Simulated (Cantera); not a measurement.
# Carbothermic reduction: Fe3O4 + CH4 + CO

Charge: 1 mol Fe3O4, 1 mol CH4, 0.19 mol CO, equilibrated at 1.00 bar.

Equilibrium computed with Cantera from the NASA thermochemical tables; the gas is ideal and each condensed phase is pure. Candidate condensed phases: C, C6H6, C7H8, C8H18, Fe, Fe(CO)5, FeO, Fe(OH)2, Fe(OH)3, Fe2O3, Fe3O4, H2O; 114 gas species. Each liquid is taken as pure. Mutual solubility and eutectic melting of coexisting phases are not modelled. The tables' stoichiometric FeO is somewhat more stable than real wüstite, so its field is too wide. FeO: taken at fixed stoichiometry. The numbers say what is thermodynamically allowed, not how fast it happens.

```json
[
 {"T (K)": "1373", "x H2": "0.460", "x CO": "0.317", "x H2O": "0.167", "x CO2": "0.0559", "x Fe": "7.80e-9", "x H": "2.26e-6", "n Fe(γ)": "0.710", "n FeO(s)": "2.29", "n Fe(δ)": "0", "n FeO(l)": "0", "n Fe(l)": "0"},
 {"T (K)": "1473", "x H2": "0.446", "x CO": "0.320", "x H2O": "0.181", "x CO2": "0.0527", "x Fe": "8.36e-8", "x H": "8.44e-6", "n Fe(γ)": "0.747", "n FeO(s)": "2.25", "n Fe(δ)": "0", "n FeO(l)": "0", "n Fe(l)": "0"},
 {"T (K)": "1573", "x H2": "0.433", "x CO": "0.323", "x H2O": "0.194", "x CO2": "0.0500", "x Fe": "6.57e-7", "x H": "2.68e-5", "n Fe(γ)": "0.778", "n FeO(s)": "2.22", "n Fe(δ)": "0", "n FeO(l)": "0", "n Fe(l)": "0"},
 {"T (K)": "1673", "x H2": "0.426", "x CO": "0.326", "x H2O": "0.201", "x CO2": "0.0467", "x Fe": "4.01e-6", "x H": "7.43e-5", "n Fe(γ)": "0", "n FeO(s)": "0", "n Fe(δ)": "0.791", "n FeO(l)": "2.21", "n Fe(l)": "0"},
 {"T (K)": "1773", "x H2": "0.430", "x CO": "0.332", "x H2O": "0.197", "x CO2": "0.0410", "x Fe": "1.98e-5", "x H": "0.000186", "n Fe(γ)": "0", "n FeO(s)": "0", "n Fe(δ)": "0.760", "n FeO(l)": "2.24", "n Fe(l)": "0"},
 {"T (K)": "1873", "x H2": "0.429", "x CO": "0.335", "x H2O": "0.197", "x CO2": "0.0376", "x Fe": "7.91e-5", "x H": "0.000423", "n Fe(γ)": "0", "n FeO(s)": "0", "n Fe(δ)": "0", "n FeO(l)": "2.25", "n Fe(l)": "0.750"},
 {"T (K)": "1973", "x H2": "0.427", "x CO": "0.338", "x H2O": "0.199", "x CO2": "0.0352", "x Fe": "0.000268", "x H": "0.000881", "n Fe(γ)": "0", "n FeO(s)": "0", "n Fe(δ)": "0", "n FeO(l)": "2.25", "n Fe(l)": "0.749"},
 {"T (K)": "2073", "x H2": "0.424", "x CO": "0.339", "x H2O": "0.201", "x CO2": "0.0332", "x Fe": "0.000803", "x H": "0.00171", "n Fe(γ)": "0", "n FeO(s)": "0", "n Fe(δ)": "0", "n FeO(l)": "2.25", "n Fe(l)": "0.746"},
 {"T (K)": "2173", "x H2": "0.421", "x CO": "0.340", "x H2O": "0.202", "x CO2": "0.0314", "x Fe": "0.00216", "x H": "0.00313", "n Fe(γ)": "0", "n FeO(s)": "0", "n Fe(δ)": "0", "n FeO(l)": "2.25", "n Fe(l)": "0.741"},
 {"T (K)": "2273", "x H2": "0.417", "x CO": "0.340", "x H2O": "0.202", "x CO2": "0.0298", "x Fe": "0.00530", "x H": "0.00542", "n Fe(γ)": "0", "n FeO(s)": "0", "n Fe(δ)": "0", "n FeO(l)": "2.25", "n Fe(l)": "0.730"},
 {"T (K)": "2373", "x H2": "0.411", "x CO": "0.338", "x H2O": "0.200", "x CO2": "0.0283", "x Fe": "0.0120", "x H": "0.00895", "n Fe(γ)": "0", "n FeO(s)": "0", "n Fe(δ)": "0", "n FeO(l)": "2.25", "n Fe(l)": "0.706"},
 {"T (K)": "2473", "x H2": "0.401", "x CO": "0.334", "x H2O": "0.197", "x CO2": "0.0267", "x Fe": "0.0253", "x H": "0.0141", "n Fe(γ)": "0", "n FeO(s)": "0", "n Fe(δ)": "0", "n FeO(l)": "2.25", "n Fe(l)": "0.660"},
 {"T (K)": "2573", "x H2": "0.385", "x CO": "0.324", "x H2O": "0.190", "x CO2": "0.0250", "x Fe": "0.0501", "x H": "0.0213", "n Fe(γ)": "0", "n FeO(s)": "0", "n Fe(δ)": "0", "n FeO(l)": "2.25", "n Fe(l)": "0.571"}
]
```
x: gas mole fraction; n: condensed amount in mol.

From 1373 K to 1573 K the condensed part is Fe(γ) + FeO(s). From 1673 K to 1773 K the condensed part is Fe(δ) + FeO(l). From 1873 K to 2573 K the condensed part is Fe(l) + FeO(l). The main Fe-bearing gas is Fe(OH)2 at 1373 K and Fe at 2573 K.
